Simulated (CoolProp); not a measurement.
Oxygen at 64 K and 1.46 MPa flows at 5.8 m/s in a round tube of 6 mm bore and 0.25 µm roughness, fully developed (64/Re and Nu = 3.66 if laminar; Colebrook and Gnielinski if turbulent). Each further row changes one setting.

Model: reference Helmholtz-energy equation of state, Schmidt 1985, in CoolProp.

```csv
case,Reynolds number,Darcy friction factor,pressure drop (Pa/m),heat-transfer coefficient (W/(m² K)),mass flow (kg/h)
as stated,?,0.0186,65900,14100,?
velocity 11.6 m/s,182000,?,231000,?,?
diameter 12 mm,182000,?,28600,?,2990
```

Task: What belongs in the gaps?

Result: 
- as stated, Reynolds number: 90900
- as stated, mass flow (kg/h): 747
- velocity 11.6 m/s, Darcy friction factor: 0.0162
- velocity 11.6 m/s, heat-transfer coefficient (W/(m² K)): 25600
- velocity 11.6 m/s, mass flow (kg/h): 1490
- diameter 12 mm, Darcy friction factor: 0.0161
- diameter 12 mm, heat-transfer coefficient (W/(m² K)): 12700

Viscosity comes from a separate model (Lemmon 2004). Thermal conductivity comes from a separate model (Lemmon 2004).
